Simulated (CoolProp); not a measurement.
A closed Brayton cycle with carbon dioxide: compressor inlet 312.15 K and 8.5 MPa, high pressure 21 MPa, turbine inlet 820 K, compressor efficiency 0.89, turbine efficiency 0.9, recuperator effectiveness 0.95 (on enthalpy, no pinch check). Each further row changes one setting.

The numbers come from the reference Helmholtz-energy equation of state, Span 1996 in CoolProp.

```
case                           thermal efficiency (%)  net work (kJ/kg)  compressor to turbine work  compressor exit (K)  turbine exit (K)
-----------------------------  ----------------------  ----------------  --------------------------  -------------------  ----------------
as stated                                        36.7              89.6                        0.24                363.2             712.0
turbine inlet 770 K                              34.9               ___                         ___                363.2               ___
compressor inlet 322.15 K                        36.2              78.0                         ___                392.7             712.0
high pressure 17.8 MPa                           34.8              75.8                         ___                  ___             731.3
recuperator effectiveness 0.5                     ___              89.6                        0.24                363.2             712.0
```

Problem. Some entries are withheld; supply them.

Solution. 
- turbine inlet 770 K, net work (kJ/kg): 81.4
- turbine inlet 770 K, compressor to turbine work: 0.26
- turbine inlet 770 K, turbine exit (K): 665.9
- compressor inlet 322.15 K, compressor to turbine work: 0.34
- high pressure 17.8 MPa, compressor to turbine work: 0.23
- high pressure 17.8 MPa, compressor exit (K): 353.7
- recuperator effectiveness 0.5, thermal efficiency (%): 20.9
